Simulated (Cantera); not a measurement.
An isothermal, constant-pressure homogeneous reactor starts with CH4 : H2O = 1 : 2 (molar parts), at 1548 K and 1.00 bar. Integrator tolerance rtol = 1e-08.

Computed with Cantera and GRI-Mech 3.0 (53 species, 325 reactions).

Q: What does this change do: CH4 1 to 1.6 parts?

A: 
```json
[
 {"quantity": "x(CH4) at 4.00 s", "before": "0.0407 (gas-phase equilibrium 5.84e-7)", "after": "0.0552 (gas-phase equilibrium 3.86e-6)"},
 {"quantity": "x(H2O) at 4.00 s", "before": "0.324 (gas-phase equilibrium 0.181)", "after": "0.235 (gas-phase equilibrium 0.0527)"},
 {"quantity": "x(HCO) at 4.00 s", "before": "2.78e-9 (gas-phase equilibrium 5.91e-9)", "after": "3.06e-9 (gas-phase equilibrium 8.02e-9)"},
 {"quantity": "x(H) at 4.00 s", "before": "2.15e-5 (gas-phase equilibrium 2.44e-5)", "after": "2.26e-5 (gas-phase equilibrium 2.62e-5)"},
 {"quantity": "x(O2) at 4.00 s", "before": "3.06e-12 (gas-phase equilibrium 1.08e-12)", "after": "1.04e-12 (gas-phase equilibrium <1e-12)"},
 {"quantity": "x(C2H2) at 4.00 s", "before": "0.0341 (gas-phase equilibrium 5.47e-12)", "after": "0.0556 (gas-phase equilibrium 1.57e-10)"}
]
```
